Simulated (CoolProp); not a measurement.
Saturation properties of R1233zd(E).

The numbers come from the reference Helmholtz-energy equation of state, Akasaka 2022 in CoolProp.

```
T (K)  p (kPa)  liquid density (kg/m³)  vapour density (kg/m³)  enthalpy of vaporisation (kJ/kg)  liquid cp (kJ/(kg K))
-----  -------  ----------------------  ----------------------  --------------------------------  ---------------------
254.7    20.15                    1362                   1.257                             211.1                      …
258.3    24.20                    1354                   1.492                             209.5                  1.109
261.9    28.89                    1346                       …                             207.9                  1.115
265.5    34.30                    1338                   2.066                             206.3                  1.122
269.2    40.68                    1330                       …                                 …                  1.129
272.8    47.77                       …                   2.816                             203.0                  1.135
276.4        …                    1314                   3.257                             201.3                  1.142
280      64.93                    1306                   3.752                             199.7                  1.149
```

Q: Some entries are withheld; supply them.

A: 
- 254.7, liquid cp (kJ/(kg K)): 1.102
- 261.9, vapour density (kg/m³): 1.760
- 269.2, vapour density (kg/m³): 2.423
- 269.2, enthalpy of vaporisation (kJ/kg): 204.6
- 272.8, liquid density (kg/m³): 1322
- 276.4, p (kPa): 55.83

It boils at 291.3 K under 1 atm.
